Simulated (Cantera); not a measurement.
Adiabatic ignition

An adiabatic, constant-pressure homogeneous reactor starts with H2 : O2 : N2 = 1 : 0.42 : 2.84 (molar parts), at 1675 K and 0.543 atm.

Cantera simulation using the H2/O2 subset of GRI-Mech 3.0, which has no nitrogen chemistry; the numbers are that mechanism's predictions, not measurements.

```csv
t (s),T (K),x H2,x O2,x H2O2,x H,x HO2,x OH
4.00e-6,1675,0.235,0.0986,4.13e-8,7.33e-6,2.07e-6,9.48e-7
9.85e-6,1675,0.234,0.0984,1.52e-7,0.000289,5.87e-6,3.80e-5
2.43e-5,1772,0.0603,0.0226,4.87e-7,0.0958,5.40e-6,0.0136
5.98e-5,1963,0.0581,0.0170,2.51e-7,0.0794,3.45e-6,0.0169
0.000147,2203,0.0598,0.0134,1.21e-7,0.0572,2.29e-6,0.0195
0.000363,2455,0.0584,0.00941,7.80e-8,0.0365,1.71e-6,0.0198
0.000894,2650,0.0548,0.00609,9.02e-8,0.0224,1.68e-6,0.0176
0.00220,2708,0.0533,0.00505,1.02e-7,0.0186,1.68e-6,0.0164
0.00543,2710,0.0532,0.00502,1.03e-7,0.0185,1.67e-6,0.0164
0.0134,2710,0.0532,0.00502,1.03e-7,0.0185,1.67e-6,0.0164
0.0330,2710,0.0532,0.00502,1.03e-7,0.0185,1.67e-6,0.0164
0.0812,2710,0.0532,0.00502,1.03e-7,0.0185,1.67e-6,0.0164
0.200,2710,0.0532,0.00502,1.03e-7,0.0185,1.67e-6,0.0164
```
x: mole fraction; the columns are a selection and need not sum to one.

| Item | Result |
|---|---|
| time of steepest temperature rise | 20.1 µs |
| temperature at 0.200 s | 2710 K |
| equilibrium temperature | 2710 K |
| x(H2) at 0.200 s | 0.0532 (gas-phase equilibrium 0.0532) |
| x(O2) at 0.200 s | 0.00502 (gas-phase equilibrium 0.00502) |
| x(H2O2) at 0.200 s | 1.03e-7 (gas-phase equilibrium 1.03e-7) |
